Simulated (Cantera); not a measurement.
A perfectly stirred reactor is fed with 20.5 % H₂, 12.8 % O₂, 66.7 % N₂, at 0.133 bar; it is held at 1400 K, and followed from long to short residence time.

Computed with Cantera and GRI-Mech 3.0 (53 species, 325 reactions). The temperature is held fixed by assumption; the heat of reaction is taken as removed at once.

One state of this run: x H₂ = 0.0104; x O₂ = 0.0330; x H₂O = 0.209; x H = 0.00878; x N₂O = 1.81e-8. x: mole fraction; the columns are a selection and need not sum to one.

Question: Which value of τ (s) does it belong to?
A. 0.017
B. 0.0087
C. 0.0046
D. 0.0024

Answer: A, 0.017
